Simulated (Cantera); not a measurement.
Feed: 1 mol B, a varied amount of H2O, 39 mol H2, equilibrated at 1098 K and 1.00 mbar.

Method: chemical equilibrium by Gibbs-energy minimisation in Cantera with the NASA 1993 tables (ideal gas, pure condensed phases). Candidate condensed phases: B, B2O3, B3O3H3, H2O; 23 gas species. Mutual solubility and eutectic melting of coexisting phases are not modelled. Gases not in the tables: H3BO3. Kinetics and transport are ignored.

log p: log10 of the partial pressure in bar; n: condensed amount in mol.

| n(H2O) (mol) | log p H2 | log p H2O | log p HBO2 | log p HBO | log p B3O3H3 | log p (HBO2)3 | n B(s) | n B2O3(l) |
|---|---|---|---|---|---|---|---|---|
| 0.085 | -3.00 | -9.91 | -8.73 | -6.57 | -6.68 | <-15 | 0.932 | (withheld) |
| 0.14 | -3.00 | -9.91 | -8.73 | -6.57 | -6.68 | <-15 | 0.895 | (withheld) |
| 0.24 | -3.00 | -9.91 | -8.73 | -6.57 | -6.68 | <-15 | 0.828 | (withheld) |
| 0.39 | -3.00 | -9.91 | -8.73 | -6.57 | -6.68 | <-15 | 0.728 | (withheld) |
| 0.66 | -3.00 | -9.91 | -8.73 | -6.57 | -6.68 | <-15 | 0.548 | (withheld) |
| 1.1 | -3.00 | -9.91 | -8.73 | -6.57 | -6.68 | <-15 | 0.255 | (withheld) |
| 1.8 | -3.00 | -5.15 | -6.35 | -8.95 | -13.84 | -9.47 | 0 | 0.491 |
| 3 | -3.02 | -4.45 | -6.00 | -9.31 | -14.92 | -8.43 | 0 | 0.479 |
| 5.1 | -3.04 | -4.09 | -5.82 | -9.51 | <-15 | -7.89 | 0 | 0.466 |
| 8.4 | -3.07 | -3.84 | -5.69 | -9.67 | <-15 | -7.51 | 0 | 0.450 |

Task: What belongs in the gaps?

Result: 
- 0.085, n B2O3(l): 0.0166
- 0.14, n B2O3(l): 0.0349
- 0.24, n B2O3(l): 0.0682
- 0.39, n B2O3(l): 0.118
- 0.66, n B2O3(l): 0.208
- 1.1, n B2O3(l): 0.355
